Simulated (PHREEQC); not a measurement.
Silver or lead bath with single salt, acid or base (model solution)

Solution A (0.99 mmol/kgw PbCl2, 0.11 mmol/kgw HF and 58 mmol/kgw Zn(NO3)2) is mixed with solution B (0.085 mol/kgw AgNO3) at 10 °C; shares are by mass of water, 1 kg in all. Oxygen alone is held at its pressure in air (log pO2 = -0.68). The system is closed to CO2. The run lets PbF2, Matlockite, Zincite(c), Zn5(OH)8Cl2, Litharge, Cotunnite, Laurionite, Cerargyrite, Ag2O, ZnF2 precipitate or redissolve, and no other solid.

The series has 21 steps of share of solution B, from 0 to 1.

Equilibrium calculation in PHREEQC: ion-association model, wateq4f.dat.

Q: Which solids form, in which order, and at which step of the series does each first stand?

A: Cerargyrite from share of solution B = 0.05 (pH 4.10), last present at share of solution B = 0.95.

Q: Between which two steps does the pH jump most, and from what to what?

A: Between share of solution B = 0.95 and 1: from 5.33 to 6.62.

Species that the database lacks are ignored. Away from 25 °C the constants follow the database's enthalpies or fits; those with neither stay at their 25 °C values.
